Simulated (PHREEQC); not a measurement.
Dissolve 0.23 mol/kgw CuCl2 and 0.0028 mol/kgw NaCl at 15 °C. Closed to the air; pH follows from the charge balance.

The numbers come from PHREEQC with the ion-association model, phreeqc.dat.

### Question
The ionic strength comes out as 0.621 mol/kgw. What activity coefficients do H+, CuCl+, Na+, Cu+2, CuOH+ get?

### Answer
H+ 0.76, CuCl+ 0.64, Na+ 0.72, Cu+2 0.24, CuOH+ 0.64.

This is a speciation only: nothing precipitates in the calculation. Species that the database lacks are ignored.
